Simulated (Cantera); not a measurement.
A perfectly stirred reactor is fed with 9.90 % CH₄, 1.39 % CO, 18.6 % O₂, 70.1 % N₂, equivalence ratio 1.1, at 180000 Pa; it is adiabatic with a 748 K inlet, and is followed from long to short residence time, starting on the burning branch (τ in s: 0.12, 0.048, 0.019, 0.0078, 0.0032, 0.0013, 0.00051, 0.00021, 8.3e-05, 3.3e-05, 1.3e-05, 5.4e-06).

Computed with Cantera and GRI-Mech 3.0 (53 species, 325 reactions).

x: mole fraction; the columns are a selection and need not sum to one.

| τ (s) | T (K) | x CH₄ | x CO | x O₂ | x C₂H₆ | x H | x HO₂ | x C₂H₂ |
|---|---|---|---|---|---|---|---|---|
| 0.12 | 2470 | 9.27e-7 | 0.0343 | 0.00299 | <1e-12 | 0.00196 | 8.54e-7 | 9.87e-11 |
| 0.048 | 2467 | 2.22e-6 | 0.0344 | 0.00319 | <1e-12 | 0.00204 | 9.12e-7 | 4.54e-10 |
| 0.019 | 2460 | 5.12e-6 | 0.0349 | 0.00363 | 3.70e-12 | 0.00223 | 1.03e-6 | ? |
| 0.0078 | 2445 | 1.08e-5 | 0.0357 | 0.00441 | 1.62e-11 | 0.00259 | 1.26e-6 | ? |
| 0.0032 | 2418 | 2.16e-5 | 0.0373 | 0.00572 | 6.30e-11 | 0.00327 | 1.66e-6 | ? |
| 0.0013 | 2374 | 4.21e-5 | 0.0397 | 0.00766 | 2.31e-10 | 0.00443 | 2.32e-6 | ? |
| 0.00051 | 2313 | 8.51e-5 | 0.0428 | 0.0103 | 8.96e-10 | 0.00626 | 3.45e-6 | ? |
| 0.00021 | 2244 | 0.000174 | 0.0462 | 0.0134 | 3.62e-9 | 0.00849 | 5.17e-6 | ? |
| 8.3e-5 | 2165 | 0.000408 | 0.0507 | 0.0177 | 2.00e-8 | 0.0107 | 8.30e-6 | ? |
| 3.3e-5 | 2074 | 0.00117 | 0.0584 | 0.0252 | 1.98e-7 | 0.0112 | 1.63e-5 | ? |
| 1.3e-5 | 748 | 0.0990 | 0.0139 | 0.186 | <1e-12 | <1e-12 | <1e-12 | <1e-12 |
| 5.4e-6 | 748 | 0.0990 | 0.0139 | 0.186 | <1e-12 | <1e-12 | <1e-12 | <1e-12 |

Question: Complete the blanks.

Answer: 
- 0.019, x C₂H₂: 2.01e-9
- 0.0078, x C₂H₂: 7.13e-9
- 0.0032, x C₂H₂: 2.07e-8
- 0.0013, x C₂H₂: 5.20e-8
- 0.00051, x C₂H₂: 1.30e-7
- 0.00021, x C₂H₂: 3.40e-7
- 8.3e-5, x C₂H₂: 1.18e-6
- 3.3e-5, x C₂H₂: 6.61e-6
